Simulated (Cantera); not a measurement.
Adiabatic ignition

An adiabatic, constant-volume homogeneous reactor starts with CO : H₂ : CH₄ : O₂ : N₂ = 1 : 0.66 : 0.087 : 1.34 : 5.03 (molar parts), at 1248 K and 1.60 bar.

Cantera simulation using GRI-Mech 3.0 (53 species, 325 reactions); the numbers are that mechanism's predictions, not measurements.

```csv
t (s),T (K),P (bar),x CO,x H₂,x CH₄,x CH₂O,x HCO,x NO,x N₂O
6.00e-6,1248,1.60,0.123,0.0813,0.0107,1.98e-10,8.83e-12,<1e-12,<1e-12
2.66e-5,1250,1.60,0.123,0.0808,0.0106,1.49e-5,4.96e-8,2.73e-11,2.02e-10
0.000118,2799,3.33,0.0398,0.00515,<1e-12,2.63e-10,4.29e-8,0.00126,1.33e-6
0.000524,2804,3.33,0.0385,0.00498,<1e-12,2.58e-10,3.95e-8,0.00878,1.43e-6
0.00233,2794,3.32,0.0383,0.00498,<1e-12,2.55e-10,3.82e-8,0.0163,1.54e-6
0.0103,2794,3.32,0.0383,0.00498,<1e-12,2.54e-10,3.81e-8,0.0166,1.55e-6
0.0458,2794,3.32,0.0383,0.00498,<1e-12,2.54e-10,3.81e-8,0.0166,1.55e-6
0.203,2794,3.32,0.0383,0.00498,<1e-12,2.54e-10,3.81e-8,0.0166,1.55e-6
0.901,2794,3.32,0.0383,0.00498,<1e-12,2.54e-10,3.81e-8,0.0166,1.55e-6
4.00,2794,3.32,0.0383,0.00498,<1e-12,2.54e-10,3.81e-8,0.0166,1.55e-6
```
x: mole fraction; the columns are a selection and need not sum to one.

```yaml
time_of_steepest_temperature_rise: 39.2 µs
temperature at 4.00 s: 2794 K
equilibrium_temperature: 2794 K
x(CO) at 4.00 s: 0.0383 (gas-phase equilibrium 0.0383)
x(H₂) at 4.00 s: 0.00498 (gas-phase equilibrium 0.00498)
x(CH₄) at 4.00 s: <1e-12 (gas-phase equilibrium <1e-12)
```
